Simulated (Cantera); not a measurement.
Input: 1 mol SiH₄, a varied amount of N₂, 13 mol H₂, held at 1900 K and 19000 Pa.

Method: chemical equilibrium by Gibbs-energy minimisation in Cantera with the NASA 1993 tables (ideal gas, pure condensed phases). Candidate condensed phases: Si, Si₃N₄; 18 gas species. Gases not in the tables: Si₂H₆ and higher silanes. Rates play no part.

x: gas mole fraction; n: condensed amount in mol.

```json
[
 {"n(N₂) (mol)": "1.2", "x H₂": "0.924", "x N₂": "0.0740", "x H": "0.00175", "x Si": "6.64e-5", "x SiH₂": "5.39e-5", "x SiH": "2.41e-5", "x Si₂N": "3.81e-6", "n Si(l)": "0.997", "n Si₃N₄(s)": "0"},
 {"n(N₂) (mol)": "5.2", "x H₂": "[?]", "x N₂": "[?]", "x H": "[?]", "x Si": "6.35e-5", "x SiH₂": "[?]", "x SiH": "[?]", "x Si₂N": "[?]", "n Si(l)": "0", "n Si₃N₄(s)": "0.332"},
 {"n(N₂) (mol)": "9.2", "x H₂": "0.636", "x N₂": "0.362", "x H": "0.00145", "x Si": "4.71e-5", "x SiH₂": "2.63e-5", "x SiH": "1.42e-5", "x Si₂N": "4.25e-6", "n Si(l)": "0", "n Si₃N₄(s)": "0.333"},
 {"n(N₂) (mol)": "13", "x H₂": "0.548", "x N₂": "0.451", "x H": "0.00135", "x Si": "4.07e-5", "x SiH₂": "1.96e-5", "x SiH": "1.14e-5", "x Si₂N": "3.54e-6", "n Si(l)": "0", "n Si₃N₄(s)": "0.333"},
 {"n(N₂) (mol)": "17", "x H₂": "0.478", "x N₂": "0.521", "x H": "0.00126", "x Si": "3.70e-5", "x SiH₂": "1.55e-5", "x SiH": "9.68e-6", "x Si₂N": "3.14e-6", "n Si(l)": "0", "n Si₃N₄(s)": "0.333"},
 {"n(N₂) (mol)": "21", "x H₂": "[?]", "x N₂": "0.575", "x H": "0.00118", "x Si": "3.46e-5", "x SiH₂": "[?]", "x SiH": "[?]", "x Si₂N": "2.89e-6", "n Si(l)": "0", "n Si₃N₄(s)": "0.333"},
 {"n(N₂) (mol)": "25", "x H₂": "0.381", "x N₂": "0.618", "x H": "0.00112", "x Si": "3.30e-5", "x SiH₂": "1.10e-5", "x SiH": "7.70e-6", "x Si₂N": "2.73e-6", "n Si(l)": "0", "n Si₃N₄(s)": "0.333"}
]
```

Problem. Fill in the missing entries.

Solution. 
- 5.2, x H₂: 0.766
- 5.2, x N₂: 0.232
- 5.2, x H: 0.00159
- 5.2, x SiH₂: 4.27e-5
- 5.2, x SiH: 2.10e-5
- 5.2, x Si₂N: 6.17e-6
- 21, x H₂: 0.424
- 21, x SiH₂: 1.29e-5
- 21, x SiH: 8.53e-6
